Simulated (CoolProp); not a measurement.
Computed with CoolProp (reference Helmholtz-energy equation of state, Akasaka 2022).

Task: For R1233zd(E), give the phase and the cv (kJ/(kg K)), Joule-Thomson coefficient (K/MPa) at 327 K and 0.0477 MPa; 370.3 K and 0.167 MPa.

Result: 
- 327 K and 0.0477 MPa: gas; cv 0.766, Joule-Thomson coefficient 22.8
- 370.3 K and 0.167 MPa: gas; cv 0.830, Joule-Thomson coefficient 16.3
